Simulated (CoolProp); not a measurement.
The fluid at 326.85 K and 0.227 MPa flows at 7.6 m/s in a round tube of 50 mm bore and 15 µm roughness, fully developed (64/Re and Nu = 3.66 if laminar; Colebrook and Gnielinski if turbulent). The same conditions are run with several fluids, on thermodynamics alone (safety and materials aside).

The numbers come from the reference Helmholtz-energy equation of state of each fluid (C3F8 (R218): Lemmon 2006; propane: Lemmon 2009; R143a: Lemmon and Jacobsen 2000; CF4 (R14): Platzer 1990; R142b: Lemmon 2006) in CoolProp. The equations of Platzer and Polt are older, rougher fits.

```tsv
fluid	Reynolds number	Darcy friction factor	pressure drop (Pa/m)	heat-transfer coefficient (W/(m² K))	mass flow (kg/h)
C3F8 (R218)	455000	0.0164	154	234	874
propane	[?]	0.0182	[?]	133	203
R143a	[?]	0.0175	72.9	138	388
CF4 (R14)	150000	0.0184	78.4	106	[?]
R142b	293000	0.0170	86.2	141	471
```

Problem. Some entries are withheld; supply them.

Solution. 
- propane, Reynolds number: 161000
- propane, pressure drop (Pa/m): 39.8
- R143a, Reynolds number: 225000
- CF4 (R14), mass flow (kg/h): 397

Transport values come from each fluid's own correlations; those of C3F8 (R218), R143a, CF4 (R14), R142b are estimates that may be off by 10 % or more.
